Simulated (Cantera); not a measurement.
# Counterflow diffusion flame

A counterflow diffusion flame at 760 Torr, nozzles 20 mm apart: fuel side 68.5 % C3H8, 31.5 % N2 at 500 K, oxidiser side 24.0 % O2, 76.0 % N2 at 548 K, fuel mass flux 1.1 times the oxidiser's; mixture-averaged transport, no radiation.

Computed with Cantera and GRI-Mech 3.0 (53 species, 325 reactions). GRI-Mech 3.0 was tuned for natural gas; its chemistry of propane as a main component is partial and can be far from experiment. GRI-Mech 3.0 has no aromatics or soot, which form on the fuel side of real flames. The maximum strain rate includes the flame's own expansion and is several times the mean.

```tsv
oxidiser flux (kg/m²/s)	max strain (1/s)	mean strain (1/s)	T max (K)	peak x OH	peak x H	peak x NO	peak x CO	peak x C2H2
0.25	204	33.9	2219	0.0101	0.00495	0.000425	0.0842	0.0468
0.37	291	50.1	2196	0.0101	0.00534	0.000390	0.0831	0.0449
0.54	412	73.1	2172	0.0101	0.00571	0.000358	0.0822	0.0430
0.78	578	106	2150	0.0100	0.00607	0.000325	0.0813	0.0410
1.1	794	149	2130	0.00993	0.00641	0.000293	0.0807	0.0392
1.7	1180	230	2100	0.00967	0.00678	0.000247	0.0801	0.0365
2.4	1620	325	2072	0.00932	0.00699	0.000207	0.0799	0.0339
```
x: mole fraction; the columns are a selection and need not sum to one.
